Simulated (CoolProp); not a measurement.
Vapour-liquid equilibrium of CHF3 (R23) (1) + R143a (2) at 636 kPa; x and y are mole fractions of (1).

The numbers come from the multi-fluid Helmholtz-energy mixture model, Penoncello 2003 and Lemmon and Jacobsen 2000; pair parameters Bell 2016 in CoolProp.

Give the bubble temperature and the first vapour's composition at x = 0.55, 0.85, 0.95. Is there an azeotrope?

x = 0.55: 243.1 K, y = 0.828; x = 0.85: 233.9 K, y = 0.957; x = 0.95: 231.5 K, y = 0.986. No azeotrope shows between x = 0.05 and 0.95.

The pair parameters rest on a limited set of measurements; away from them the model extrapolates.
